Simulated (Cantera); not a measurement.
An adiabatic, constant-volume homogeneous reactor starts with CH3OH : O2 : N2 = 1 : 3 : 22.5 (molar parts), at 1725 K and 81000 Pa. Integrator tolerance rtol = 1e-08.

Model: GRI-Mech 3.0 (53 species, 325 reactions), integrated in Cantera. GRI-Mech 3.0 was tuned for natural gas; its chemistry of methanol as a main component is partial and can be far from experiment.

Problem. What does this change do: pressure from 81000 Pa to 290000 Pa?

Solution. 
| quantity | before | after |
|---|---|---|
| time of steepest temperature rise | 78.2 µs | 24.1 µs |
| temperature at 3.00 s | 2438 K | 2468 K |
| equilibrium temperature | 2438 K | 2468 K |
| x(CH3OH) at 3.00 s | <1e-12 (gas-phase equilibrium <1e-12) | <1e-12 (gas-phase equilibrium <1e-12) |
| x(O2) at 3.00 s | 0.0499 (gas-phase equilibrium 0.0499) | 0.0495 (gas-phase equilibrium 0.0495) |
| x(CH2O) at 3.00 s | 2.13e-12 (gas-phase equilibrium 2.13e-12) | 3.14e-12 (gas-phase equilibrium 3.14e-12) |
| x(HCO) at 3.00 s | 4.14e-10 (gas-phase equilibrium 4.14e-10) | 4.45e-10 (gas-phase equilibrium 4.45e-10) |
| x(CO) at 3.00 s | 0.00363 (gas-phase equilibrium 0.00363) | 0.00235 (gas-phase equilibrium 0.00235) |
| x(C2H2) at 3.00 s | <1e-12 (gas-phase equilibrium <1e-12) | <1e-12 (gas-phase equilibrium <1e-12) |

Problem. What does this change do: pressure from 81000 Pa to 1000000 Pa?

Solution. 
```json
[
 {"quantity": "time of steepest temperature rise", "before": "78.2 µs", "after": "8.31 µs"},
 {"quantity": "temperature at 3.00 s", "before": "2438 K", "after": "2489 K"},
 {"quantity": "equilibrium temperature", "before": "2438 K", "after": "2489 K"},
 {"quantity": "x(CH3OH) at 3.00 s", "before": "<1e-12 (gas-phase equilibrium <1e-12)", "after": "<1e-12 (gas-phase equilibrium <1e-12)"},
 {"quantity": "x(O2) at 3.00 s", "before": "0.0499 (gas-phase equilibrium 0.0499)", "after": "0.0493 (gas-phase equilibrium 0.0493)"},
 {"quantity": "x(CH2O) at 3.00 s", "before": "2.13e-12 (gas-phase equilibrium 2.13e-12)", "after": "4.09e-12 (gas-phase equilibrium 4.09e-12)"},
 {"quantity": "x(HCO) at 3.00 s", "before": "4.14e-10 (gas-phase equilibrium 4.14e-10)", "after": "4.25e-10 (gas-phase equilibrium 4.25e-10)"},
 {"quantity": "x(CO) at 3.00 s", "before": "0.00363 (gas-phase equilibrium 0.00363)", "after": "0.00146 (gas-phase equilibrium 0.00146)"},
 {"quantity": "x(C2H2) at 3.00 s", "before": "<1e-12 (gas-phase equilibrium <1e-12)", "after": "<1e-12 (gas-phase equilibrium <1e-12)"}
]
```
